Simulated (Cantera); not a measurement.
## BN + F2 (nitride etching)

Input: 1 mol BN, a varied amount of F2, held at 1550 K and 0.100 bar.

Method: chemical equilibrium by Gibbs-energy minimisation in Cantera with the NASA 1993 tables (ideal gas, pure condensed phases). Candidate condensed phases: B, BN; 13 gas species. The tables' values for BF2 are old estimates; treat these amounts as uncertain. Equilibrium is a limit: real reactors are often held back by kinetics, nucleation or transport.

```
n(F2) (mol)       x F   x BF3    x N2     x F2     x BF2     x BF    x NF2  n BN(s)
-----------  --------  ------  ------  -------  --------  -------  -------  -------
1.1          3.04e-10   0.664   0.333   <1e-12   0.00283  2.76e-5   <1e-12    0.266
1.4          3.04e-10   0.664   0.333   <1e-12   0.00283  2.76e-5   <1e-12   0.0653
1.9             0.346   0.435   0.218  0.00105  1.63e-12   <1e-12  2.81e-8        0
2.6             0.590   0.271   0.136  0.00304    <1e-12   <1e-12  6.44e-8        0
3.4             0.711   0.190  0.0948  0.00442    <1e-12   <1e-12  7.82e-8        0
4.6             0.799   0.131  0.0653  0.00557    <1e-12   <1e-12  8.18e-8        0
6.2             0.855  0.0923  0.0462  0.00639    <1e-12   <1e-12  7.89e-8        0
8.2             0.892  0.0676  0.0338  0.00694    <1e-12   <1e-12  7.34e-8        0
11              0.919  0.0491  0.0246  0.00737    <1e-12   <1e-12  6.65e-8        0
15              0.939  0.0354  0.0177  0.00770    <1e-12   <1e-12  5.89e-8        0
```
x: gas mole fraction; n: condensed amount in mol.

From 1.1 mol F2 to 1.4 mol F2 the condensed part is BN(s). From 1.9 mol F2 to 15 mol F2 nothing is condensed. The main B-bearing gas is BF3 throughout.
